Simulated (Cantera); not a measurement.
A Cantera script and its output.

```python
import numpy as np
import cantera as ct

surf = ct.Interface("diamond.yaml", "diamond_100")
gas, bulk = surf.adjacent["gas"], surf.adjacent["diamond"]
k = surf.kinetics_species_index(bulk.species_names[0])
cover = ["c6HH", "c6H*", "c6*H", "c6**", "c6HM", "c6B"]

rows, drift = [], 0.0
print(f"{'T':>10s}{'um/h':>11s}" + "".join(f"{s:>11s}" for s in cover))
for v in [925, 1000, 1075, 1150, 1225, 1300, 1375]:
    T, P, xH, xCH3 = v, 1400, 0.0019, 0.00018
    gas.TPX = T, P, {"H": xH, "CH3": xCH3, "CH4": 0.0025, "H2": 1 - xH - xCH3 - 0.0025}
    surf.TP = bulk.TP = T, P
    surf.coverages = "c6H*:0.1, c6HH:0.9"
    surf.advance_coverages(100.0)
    before = surf.coverages
    surf.advance_coverages(100.0)
    drift = max(drift, np.max(np.abs(surf.coverages - before) / (surf.coverages + 1e-9)))
    rate = surf.net_production_rates[k] * bulk.mean_molecular_weight / bulk.density * 3.6e9
    rows.append([rate, *surf[cover].coverages])
    print(f"{v:10.4g}{rate:11.4e}" + "".join(f"{x:11.3e}" for x in rows[-1][1:]))
```

Output:

```
         T       um/h       c6HH       c6H*       c6*H       c6**       c6HM        c6B
       925 7.9324e-01  6.160e-01  1.124e-02  2.891e-01  4.828e-03  6.196e-02  2.153e-09
      1000 9.2353e-01  5.700e-01  1.735e-02  3.552e-01  8.750e-03  3.548e-02  2.506e-09
      1075 6.0786e-01  5.267e-01  2.474e-02  4.162e-01  1.429e-02  1.196e-02  1.649e-09
      1150 3.1070e-01  4.801e-01  3.255e-02  4.615e-01  2.094e-02  2.574e-03  8.431e-10
      1225 2.4403e-01  4.374e-01  4.034e-02  4.922e-01  2.812e-02  5.120e-04  6.622e-10
      1300 2.4254e-01  4.031e-01  4.795e-02  5.124e-01  3.532e-02  1.048e-04  6.581e-10
      1375 1.6077e-01  3.776e-01  5.525e-02  5.245e-01  4.204e-02  2.179e-05  4.362e-10
```

Model: the Harris–Goodwin 1993 mechanism for the reconstructed diamond (100) surface, integrated in Cantera.
